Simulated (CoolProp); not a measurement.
The fluid at 298.15 K and 1.87 MPa (liquid) is heated at constant pressure to 346.3 K. The same conditions are run with several fluids, on thermodynamics alone (safety and materials aside).

Values from CoolProp's reference Helmholtz-energy equation of state of each fluid (R407C: Lemmon 2003; neopentane: Lemmon 2006; ammonia: Gao 2020; cyclopropane: Polt 1992; C3F8 (R218): Lemmon 2006). The equations of Platzer and Polt are older, rougher fits. Blends and air are pseudo-pure fits.

Problem. Rank R407C, neopentane, ammonia, cyclopropane, C3F8 (R218) by heat (kJ/kg), highest first.

Solution. ammonia (1260), cyclopropane (447), R407C (221), neopentane (118), C3F8 (R218) (110)

```csv
fluid,final phase,final density (kg/m³)
R407C,gas,69.6
neopentane,liquid,530
ammonia,gas,12.6
cyclopropane,gas,35.0
C3F8 (R218),gas,175
```
